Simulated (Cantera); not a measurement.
**Thermodynamics of carbon deposition, reforming and gasification, feed C2H6 + NH3 + N2**

Charge: 1 mol C2H6, 0.094 mol NH3, 4.2 mol N2, equilibrated at 16.0 Pa.

Equilibrium computed with Cantera from the NASA thermochemical tables; the gas is ideal and each condensed phase is pure. Candidate condensed phases: C, C6H6, C7H8, C8H18; 92 gas species. Equilibrium is a limit: real reactors are often held back by kinetics, nucleation or transport.

From 1400 °C to 1950 °C the condensed part is C(graphite). The main C-bearing gas is HCN throughout. The share of C in condensed phases is highest at 1400 °C (99.4 %) and lowest at 1950 °C (94.0 %).

| T (°C) | x N2 | x H2 | x H | x HCN | x HNC | x C2H2 (acetylene) | x CN | n C(graphite) |
|---|---|---|---|---|---|---|---|---|
| 1400 | 0.572 | 0.420 | 0.00584 | 0.00155 | 4.31e-5 | 2.39e-5 | 2.03e-7 | 1.99 |
| 1450 | 0.571 | 0.417 | 0.00931 | 0.00202 | 6.41e-5 | 3.78e-5 | 5.04e-7 | 1.98 |
| 1500 | 0.569 | 0.413 | 0.0145 | 0.00261 | 9.30e-5 | 5.79e-5 | 1.18e-6 | 1.98 |
| 1550 | 0.567 | 0.408 | 0.0219 | 0.00330 | 0.000132 | 8.62e-5 | 2.66e-6 | 1.97 |
| 1600 | 0.563 | 0.400 | 0.0323 | 0.00410 | 0.000182 | 0.000125 | 5.70e-6 | 1.97 |
| 1650 | 0.559 | 0.389 | 0.0465 | 0.00502 | 0.000247 | 0.000176 | 1.17e-5 | 1.96 |
| 1700 | 0.553 | 0.375 | 0.0653 | 0.00603 | 0.000326 | 0.000240 | 2.32e-5 | 1.95 |
| 1750 | 0.545 | 0.357 | 0.0897 | 0.00712 | 0.000421 | 0.000319 | 4.44e-5 | 1.94 |
| 1800 | 0.536 | 0.335 | 0.120 | 0.00824 | 0.000532 | 0.000410 | 8.19e-5 | 1.92 |
| 1850 | 0.525 | 0.308 | 0.157 | 0.00934 | 0.000655 | 0.000509 | 0.000147 | 1.91 |
| 1900 | 0.511 | 0.276 | 0.200 | 0.0104 | 0.000786 | 0.000609 | 0.000255 | 1.90 |
| 1950 | 0.497 | 0.241 | 0.249 | 0.0112 | 0.000918 | 0.000700 | 0.000430 | 1.88 |
x: gas mole fraction; n: condensed amount in mol.
